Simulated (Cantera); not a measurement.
An isothermal, constant-pressure homogeneous reactor starts with NO : N2 = 1 : 1.6 (molar parts), at 1550 K and 1.01 bar.

Detailed kinetics in Cantera: GRI-Mech 3.0 (53 species, 325 reactions).

x: mole fraction; the columns are a selection and need not sum to one.

| t (s) | x NO | x O | x NO2 | x N2 | x O2 |
|---|---|---|---|---|---|
| 3.00e-5 | 0.385 | 2.93e-8 | 4.79e-8 | 0.615 | 2.20e-11 |
| 7.82e-5 | 0.385 | 3.25e-8 | 1.69e-7 | 0.615 | 8.23e-11 |
| 0.000204 | 0.385 | 3.34e-8 | 4.93e-7 | 0.615 | 2.77e-10 |
| 0.000531 | 0.385 | 3.56e-8 | 1.35e-6 | 0.615 | 1.03e-9 |
| 0.00138 | 0.385 | 4.14e-8 | 3.63e-6 | 0.615 | 4.97e-9 |
| 0.00361 | 0.385 | 5.70e-8 | 9.94e-6 | 0.615 | 3.41e-8 |
| 0.00940 | 0.385 | 9.95e-8 | 2.82e-5 | 0.615 | 3.48e-7 |
| 0.0245 | 0.384 | (withheld) | (withheld) | 0.615 | (withheld) |
| 0.0638 | 0.384 | 3.69e-7 | 0.000164 | 0.616 | 5.72e-5 |
| 0.166 | 0.384 | 4.30e-7 | 0.000197 | 0.616 | 0.000304 |
| 0.434 | 0.382 | (withheld) | (withheld) | 0.617 | (withheld) |
| 1.13 | 0.379 | 5.79e-7 | 0.000268 | 0.618 | 0.00272 |
| 2.94 | 0.370 | 7.80e-7 | 0.000358 | 0.623 | 0.00713 |
| 7.67 | 0.348 | 1.12e-6 | 0.000492 | 0.634 | 0.0178 |
| 20.0 | 0.302 | 1.63e-6 | 0.000627 | 0.657 | 0.0407 |

### Question
What belongs in the gaps?

### Answer

- 0.0245, x O: 2.08e-7
- 0.0245, x NO2: 7.97e-5
- 0.0245, x O2: 4.85e-6
- 0.434, x O: 4.77e-7
- 0.434, x NO2: 0.000220
- 0.434, x O2: 0.000977
